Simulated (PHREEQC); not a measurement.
Dissolve 0.00096 mol LiOH, 0.00022 mol H4SiO4 and 6e-05 mol Na2CO3 per kg of water at 28 °C. Closed to the air; pH follows from the charge balance.

The numbers come from PHREEQC with the ion-association model, phreeqc.dat.

No solid was allowed to form.

Problem. Order these Si species by the share of Si that they hold, largest first: H3SiO4-, H2SiO4-2, H4SiO4.

Solution. H3SiO4- (90 %), H4SiO4 (9.1 %), H2SiO4-2 (0.49 %)

Problem. Order these C species by the share of C that they hold, largest first: CO3-2, NaCO3-, HCO3-.

Solution. CO3-2 (76 %), HCO3- (23 %), NaCO3- (0.17 %)

The pH is 10.77 and the ionic strength 0.00113 mol/kgw.
